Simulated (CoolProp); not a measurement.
Values from CoolProp's reference Helmholtz-energy equation of state, Akasaka 2024.

Task: Give the vapour pressure (MPa), vapour density (kg/m³), liquid cp (kJ/(kg K)) of saturated R1132(E) at 264.4, 280.7, 283 K.

Result: 
```tsv
T (K)	p (MPa)	vapour density (kg/m³)	liquid cp (kJ/(kg K))
264.4	0.616	20.3	1.71
280.7	1.03	33.8	1.78
283	1.10	36.2	1.80
```
